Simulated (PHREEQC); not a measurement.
Consider water at 20 °C with 0.23 mol HF, 0.0003 mol Na2SO4 and 0.00047 mol KCl per kg of water. Closed to the air; pH follows from the charge balance.

Model: ion-association model, phreeqc.dat, run in PHREEQC.

Each row changes one thing in this solution. No solid was allowed to form.

```json
[
 {"case": "as made", "pH": "1.79", "ionic strength (mol/kgw)": "0.0195", "SO4-2 (mol/kgw)": "0.000153", "HSO4- (mol/kgw)": "0.000147", "NaF (mol/kgw)": "2.74e-6", "KSO4- (mol/kgw)": "2.69e-7"},
 {"case": "temperature from 20 to 15 °C", "pH": "1.77", "ionic strength (mol/kgw)": "0.0201", "SO4-2 (mol/kgw)": "0.000158", "HSO4- (mol/kgw)": "0.000141", "NaF (mol/kgw)": "2.88e-6", "KSO4- (mol/kgw)": "2.53e-7"},
 {"case": "Na2SO4 from 0.0003 to 3e-05 mol/kgw", "pH": "1.79", "ionic strength (mol/kgw)": "0.0189", "SO4-2 (mol/kgw)": "1.52e-5", "HSO4- (mol/kgw)": "1.47e-5", "NaF (mol/kgw)": "2.74e-7", "KSO4- (mol/kgw)": "2.70e-8"},
 {"case": "KCl from 0.00047 to 0.000705 mol/kgw", "pH": "1.79", "ionic strength (mol/kgw)": "0.0198", "SO4-2 (mol/kgw)": "0.000153", "HSO4- (mol/kgw)": "0.000146", "NaF (mol/kgw)": "2.74e-6", "KSO4- (mol/kgw)": "4.03e-7"},
 {"case": "KCl replaced by K2SiO3 at the same molality", "pH": "1.79", "ionic strength (mol/kgw)": "0.0203", "SO4-2 (mol/kgw)": "0.000154", "HSO4- (mol/kgw)": "0.000145", "NaF (mol/kgw)": "2.72e-6", "KSO4- (mol/kgw)": "5.37e-7"}
]
```
